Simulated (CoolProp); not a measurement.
Vapour-liquid equilibrium of propylene (1) + R22 (2) at 2.35 MPa; x and y are mole fractions of (1).

Model: multi-fluid Helmholtz-energy mixture model, Lemmon 2013 and Kamei 1995; pair parameters Bell 2016, in CoolProp.

| x | bubble temperature (K) | y at the bubble point | dew temperature at overall composition x (K) | liquid density (mol/L) |
|---|---|---|---|---|
| 0.05 | 330.9 | 0.059 | 331.0 | 11.93 |
| 0.15 | 329.7 | 0.169 | 329.9 | 11.76 |
| 0.25 | 328.8 | 0.271 | 329.0 | 11.60 |
| 0.35 | 328.1 | 0.368 | 328.2 | 11.43 |
| 0.45 | 327.7 | 0.462 | 327.7 | 11.28 |
| 0.55 | 327.5 | 0.554 | 327.5 | 11.13 |
| 0.65 | 327.5 | 0.646 | 327.5 | 10.98 |
| 0.75 | 327.7 | 0.740 | 327.8 | 10.85 |
| 0.85 | 328.2 | 0.839 | 328.3 | 10.71 |
| 0.95 | 329.0 | 0.944 | 329.1 | 10.58 |

y crosses x between x = 0.55 and 0.65: the model has an azeotrope there.

The pair parameters rest on a limited set of measurements; away from them the model extrapolates.
